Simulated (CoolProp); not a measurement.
Dimethyl ether along the isobar 4.54 MPa: Z from the reference equation and from simpler models built on Tc = 127.2 °C, pc = 5.337 MPa, ω = 0.196; each cubic takes its own stable root.

The numbers come from the reference Helmholtz-energy equation of state, Wu 2011 in CoolProp.

```
T (°C)   phase  reference
------  ------  ---------
71.95   liquid     0.1244
85.25   liquid     0.1262
98.55   liquid     0.1304
111.75  liquid     0.1402
125.05     gas     0.5565
138.35     gas     0.6440
151.55     gas     0.6993
164.85     gas     0.7405
178.15     gas     0.7727
```

**Question.** How far does each simpler model (van der Waals, Soave-Redlich-Kwong, Peng-Robinson) lie from the reference over these 9 states: mean and median of the absolute difference, and the worst?

**Answer.** 
- van der Waals: mean 54.1 %, median 12.6 %, worst +281.0 % at 111.75 °C and 4.54 MPa
- Soave-Redlich-Kwong: mean 9.2 %, median 5.1 %, worst +23.0 % at 111.75 °C and 4.54 MPa
- Peng-Robinson: mean 2.4 %, median 1.5 %, worst +9.6 % at 111.75 °C and 4.54 MPa

At some of these states van der Waals gives the other phase, because its saturation line lies elsewhere.
